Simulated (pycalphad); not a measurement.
Source of the numbers: pycalphad with the COST 507 light-alloy database (1999); pressure 1 atm. The database dates from 1999; later assessments differ in places, in temperatures and in the compounds included. Amounts are mole fractions of atoms. Kinetics are ignored, which matters at the lower temperatures.

Task: Give the equilibrium state of Ti-35.95C (at.%) at 2727 °C.

Result: fcc, fraction 0.955, with 36.6 C at.%; liquid, fraction 0.045, with 22.3 C at.%.

Task: Give the equilibrium state of Ti-35.95C (at.%) at 527 °C.

Result: 
```
T = 800.00 K, P = 101325 Pa, N = 1 mol of atoms
G = -103770 J/mol, H = -69742 J/mol, S = 42.53 J/(mol K)  (SER reference)
chemical potentials (J/mol): Ti -32407, C -230912
phase             fraction      x(Ti)       x(C)
FCC_A1              0.9994     0.6403     0.3597
HCP_A3              0.0006     0.9973     0.0027
```

FCC_A1 is fcc; HCP_A3 is hcp. The fcc model also describes the rock-salt carbide or nitride (TiC, TiN, HfC).
